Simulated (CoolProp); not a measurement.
A simple Rankine cycle with n-perfluorobutane: condensing at 301.15 K, boiler at 1.64 MPa, turbine inlet 384.3 K, turbine efficiency 0.65, pump efficiency 0.8, no recuperator. Each further row changes one setting.

Values from CoolProp's reference Helmholtz-energy equation of state, Gao 2022.

| case | thermal efficiency (%) | net work (kJ/kg) | heat in (kJ/kg) | turbine exit temperature (K) | volume ratio over the turbine |
|---|---|---|---|---|---|
| as stated | 7.3 | 11.0 | 149 | 357.3 | 7.12 |
| turbine inlet 404.3 K | 7.1 | 12.2 | 171 | 379.2 | 6.55 |
| condensing temperature 293.15 K | 8.1 | 12.9 | 158 | 354.6 | 9.27 |
| boiler pressure 1.15 MPa | 6.1 | 9.52 | 156 | 365.8 | 4.38 |
| turbine efficiency 0.55 | 6.1 | 9.10 | 149 | 359.2 | 7.17 |
